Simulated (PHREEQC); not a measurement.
Make-up at 20 °C: 0.0051 mol/kgw K2CO3, 0.00076 mol/kgw H4SiO4 and 0.15 mol/kgw KH2PO4. Closed to the air; pH follows from the charge balance.

The numbers come from PHREEQC with the ion-association model, wateq4f.dat.

Precipitation was switched off in this run.

**Question.** Order these P species by the share of P that they hold, largest first: HPO4-2, KHPO4-, H2PO4-.

**Answer.** H2PO4- (94 %), HPO4-2 (5.6 %), KHPO4- (0.54 %)

The pH is 5.62 and the ionic strength 0.168 mol/kgw. The solution is supersaturated, for example in Quartz (slow to form), Chalcedony (slow to form), so a real one may precipitate; this is no full list. Complexes and solids missing from the database can't appear. H3PO4, which wateq4f.dat lacks, is added to it with the constant of phreeqc.dat.
